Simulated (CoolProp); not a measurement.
Saturation properties of chlorine (Tc = 143.7 °C, pc = 7.642 MPa, ω = 0.070).

The numbers come from the reference Helmholtz-energy equation of state, Thol 2021 in CoolProp.

| T (°C) | p (MPa) | liquid density (kg/m³) | vapour density (kg/m³) | enthalpy of vaporisation (kJ/kg) |
|---|---|---|---|---|
| -70.45 | 0.01457 | 1663 | 0.6169 | 306.6 |
| -47.15 | 0.05453 | 1600 | 2.093 | 294.3 |
| -23.85 | 0.1550 | 1536 | 5.497 | 281.1 |
| -0.55 | 0.3615 | 1469 | 12.08 | 266.4 |
| 22.65 | 0.7275 | 1400 | 23.37 | 249.8 |
| 45.95 | 1.316 | 1325 | 41.50 | 230.2 |
| 69.25 | 2.188 | 1242 | 69.39 | 206.8 |
| 92.45 | 3.400 | 1145 | 111.9 | 178.2 |

It boils at -34.0 °C under 1 atm.
